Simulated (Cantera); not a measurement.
A closed system holds: 1 mol AlN, 0.16 mol O2, 0.94 mol H2, at 0.713 Torr.

Cantera equilibrium calculation (NASA polynomials, part measured and part estimated; ideal gas, pure solids and liquids). Candidate condensed phases: Al, AlN, Al2O3, H2O; 35 gas species. Mutual solubility and eutectic melting of coexisting phases are not modelled. Condensed phases not in the tables: aluminium oxynitride. Rates play no part.

**Question.** What share of the Al ends up in condensed phases as a function of T (K), at 1273, 1373, 1473, 1573, 1673, 1773, 1873, 1973, 2073?

**Answer.** 
```
T (K)  Al condensed (%)                 as
-----  ----------------  -----------------
1273              100.0  AlN(s) + Al2O3(s)
1373              100.0  AlN(s) + Al2O3(s)
1473              100.0  AlN(s) + Al2O3(s)
1573              100.0  AlN(s) + Al2O3(s)
1673               99.8  AlN(s) + Al2O3(s)
1773               96.5  AlN(s) + Al2O3(s)
1873               48.7  AlN(s) + Al2O3(s)
1973                1.2           Al2O3(s)
2073                2.2           Al2O3(s)
```
